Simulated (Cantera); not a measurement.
# Premixed flame

A freely propagating, adiabatic, planar premixed flame of 48.1 % H₂, 10.9 % O₂, 41.1 % N₂, equivalence ratio 2.2, unburnt at 625 K and 560000 Pa; mixture-averaged transport, grid criteria slope 0.08 and curve 0.16, no radiation.

Computed with Cantera and the H2/O2 subset of GRI-Mech 3.0, which has no nitrogen chemistry. The hydrogen kinetics of GRI-Mech 3.0 are dated; newer H2 mechanisms differ, most at raised pressure. Burning velocities carry a grid error of a few per cent, more on coarse grids.

| z (mm) | T (K) | u (m/s) | x H₂ | x O₂ | x HO₂ | x H₂O₂ | x H | x H₂O |
|---|---|---|---|---|---|---|---|---|
| -0.154 | 625 | 9.53 | 0.481 | 0.109 | <1e-8 | <1e-8 | <1e-8 | <1e-8 |
| -0.102 | 625 | 9.53 | 0.481 | 0.109 | <1e-8 | <1e-8 | <1e-8 | <1e-8 |
| -0.0769 | 625 | 9.53 | 0.481 | 0.109 | 2.71e-8 | <1e-8 | <1e-8 | 6.06e-8 |
| -0.0512 | 626 | 9.53 | 0.480 | 0.109 | 3.10e-6 | 2.34e-8 | 4.08e-8 | 4.61e-6 |
| -0.0256 | 683 | 10.3 | 0.471 | 0.109 | 0.000653 | 1.47e-5 | 0.000232 | 0.00244 |
| -0.0128 | 962 | 14.0 | 0.435 | 0.100 | 0.000605 | 4.09e-5 | 0.00550 | 0.0288 |
| 0 | 1357 | 19.3 | 0.366 | 0.0698 | 0.000288 | 1.24e-5 | 0.0254 | 0.0967 |
| 0.0128 | 1637 | 23.1 | 0.302 | 0.0307 | 0.000118 | 2.70e-6 | 0.0466 | 0.173 |
| 0.0256 | 1779 | 25.0 | 0.273 | 0.0104 | 3.88e-5 | 1.37e-6 | 0.0541 | 0.212 |
| 0.0512 | 1902 | 26.5 | 0.265 | 0.00129 | 4.65e-6 | 6.06e-7 | 0.0497 | 0.231 |
| 0.102 | 2004 | 27.8 | 0.271 | 0.000166 | 7.40e-7 | 3.03e-7 | 0.0376 | 0.236 |
| 0.205 | 2093 | 28.8 | 0.279 | 6.58e-5 | 3.42e-7 | 1.55e-7 | 0.0256 | 0.238 |
| 0.410 | 2160 | 29.6 | 0.284 | 2.75e-5 | 1.51e-7 | 7.33e-8 | 0.0160 | 0.241 |
x: mole fraction of selected species; z is measured from the peak of heat release.

```yaml
laminar_burning_velocity: 953 cm/s
thermal_thickness: 0.0512 mm
peak x(HO₂): 0.000847
peak x(H₂O₂): 4.14e-5
peak x(H): 0.0544
grid_points: 113
```
